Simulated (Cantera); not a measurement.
Feed: 1 mol TEOS, 0.46 mol N₂O, 64 mol N₂, at 6.30 Pa.

These are equilibrium values from Cantera (NASA tables, ideal gas, pure condensed phases), not measurements of a reactor. Candidate condensed phases: C, C₆H₆, C₇H₈, C₈H₁₈, H₂O, Si, SiC, SiO₂, Si₂N₂O, Si₃N₄; 151 gas species. The feed counts by its element totals alone. Kinetics and transport are ignored.

Question: At 873 K, list the 3 most abundant gas species with their mole fractions, and the condensed phases.

Answer: N₂ 0.838, H₂ 0.130, CO 0.0320. Condensed: C(graphite) + SiO₂(β-quartz).
